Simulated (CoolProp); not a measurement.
Vapour-liquid equilibrium of hydrogen sulfide (1) + n-heptane (2) at 313.5 K; x and y are mole fractions of (1).

Computed with CoolProp (multi-fluid Helmholtz-energy mixture model, Lemmon 2006 and Span 2003; pair parameters Kunz 2012).

Q: Give the bubble pressure and the first vapour's composition at x = 0.05, 0.65, 0.8. Is there an azeotrope?

A: x = 0.05: 181.9 kPa, y = 0.931; x = 0.65: 1904 kPa, y = 0.994; x = 0.8: 2278 kPa, y = 0.996. No azeotrope shows between x = 0.05 and 0.95.

The pair parameters rest on a limited set of measurements; away from them the model extrapolates. The gap from Raoult's law changes sign with composition, which may be real or a fault of the pair parameters; it wasn't checked against measurements.
